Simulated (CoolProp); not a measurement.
Vapour-liquid equilibrium of R125 (1) + propane (2) at 262.5 K; x and y are mole fractions of (1).

Model: multi-fluid Helmholtz-energy mixture model, Lemmon 2005 and Lemmon 2009; pair parameters Bell 2016, in CoolProp.

```tsv
x	bubble pressure, mixture model (MPa)	bubble pressure, Raoult's law (MPa)	y, mixture model	y, Raoult's law
0.05	0.4087	0.3446	0.196	0.068
0.2	0.5263	0.3647	0.429	0.259
0.35	0.5715	0.3848	0.516	0.429
0.5	0.5890	0.4049	0.569	0.583
0.65	0.5919	0.4250	0.625	0.722
0.8	0.5748	0.4451	0.710	0.848
0.95	0.5118	0.4652	0.889	0.964
```

The largest gap from Raoult's law is +48.5 % in bubble pressure, at x = 0.35. y crosses x between x = 0.5 and 0.65: the model has an azeotrope there.

Pair parameters are fitted to limited data, so mixtures are less certain than the pure fluids.
